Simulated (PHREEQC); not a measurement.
# Spent oxide etchant (model solution)

Dissolve 0.024 mol/kgw NH4HF2, 0.014 mol/kgw H2SiF6 and 0.16 mol/kgw HBF4 at 25 °C. Closed to the air; pH follows from the charge balance.

All values are PHREEQC results (ion-association model, phreeqc.dat), not measurements.

No solid was allowed to form.

Problem. What pH does the model give?

Solution. pH 0.88.

Problem. In which forms is F present?

Solution. BF4- 82 %, SiF6-2 11 %, HF 6.3 % of the F.

Complexes and solids missing from the database can't appear. SiF6-2 is the database's only silicon fluoride. Real BF4- forms and hydrolyses slowly; the run takes it at equilibrium.
